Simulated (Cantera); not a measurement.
Cantera with NASA thermochemical tables; ideal gases at 1 bar, condensed phases pure. Values are per mole of reaction as written; species without (g) are pure solids or liquids, kept so even where they would boil at 1 bar.

Si₂C(g) = 2 Si(g) + C

| T (K) | ΔH° (kJ) | ΔS° (J/K) | ΔG° (kJ) | log10 K |
|---|---|---|---|---|
| 300 | 364.4 | 99.4 | 334.6 | -58.26 |
| 925 | 367.3 | 104.6 | 270.5 | -15.28 |
| 1000 | 367.7 | 105.0 | 262.7 | -13.72 |
| 1075 | 368.1 | 105.4 | 254.8 | -12.38 |
| 1150 | ___ | ___ | ___ | ___ |
| 1225 | 368.9 | 106.1 | 238.9 | -10.19 |
| 1300 | ___ | ___ | ___ | ___ |
| 1375 | 369.7 | 106.7 | 223.0 | -8.47 |

Some entries are withheld; supply them.


- 1150, ΔH° (kJ): 368.5
- 1150, ΔS° (J/K): 105.7
- 1150, ΔG° (kJ): 246.9
- 1150, log10 K: -11.21
- 1300, ΔH° (kJ): 369.3
- 1300, ΔS° (J/K): 106.4
- 1300, ΔG° (kJ): 230.9
- 1300, log10 K: -9.28
